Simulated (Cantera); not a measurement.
Input: 1 mol FeS, a varied amount of O2, 0.56 mol H2S, equilibrated at 1550 K and 13.3 mbar.

These are equilibrium values from Cantera (NASA tables, ideal gas, pure condensed phases), not measurements of a reactor. Candidate condensed phases: Fe, FeO, Fe(OH)2, Fe(OH)3, FeS, FeSO4, FeS2, Fe2O3, Fe2(SO4)3, Fe3O4, H2O, H2SO4, S; 22 gas species. Metal and sulfide melt together well below either melting point, which pure phases cannot show. Mutual solubility and eutectic melting of coexisting phases are not modelled. The tables' stoichiometric FeO is somewhat more stable than real wüstite, so its field is too wide. FeO, FeS: taken at fixed stoichiometry. The numbers say what is thermodynamically allowed, not how fast it happens.

Question: Which condensed phases are stable at each of these points (n(O2) (mol)): 0.2, 0.32, 0.51, 0.8, 1.3, 2, 3.2, 5?

Answer: 
| n(O2) (mol) | condensed phases | Fe condensed (%) |
|---|---|---|
| 0.2 | FeS(l) | 100.0 |
| 0.32 | FeS(l) | 100.0 |
| 0.51 | FeO(s) + FeS(l) | 100.0 |
| 0.8 | FeO(s) + FeS(l) | 100.0 |
| 1.3 | FeO(s) | 100.0 |
| 2 | FeO(s) | 100.0 |
| 3.2 | Fe3O4(s) | 100.0 |
| 5 | Fe3O4(s) | 100.0 |

From 0.2 mol O2 to 0.32 mol O2 the condensed part is FeS(l). From 0.51 mol O2 to 0.8 mol O2 the condensed part is FeO(s) + FeS(l). From 1.3 mol O2 to 2 mol O2 the condensed part is FeO(s). From 3.2 mol O2 to 5 mol O2 the condensed part is Fe3O4(s).
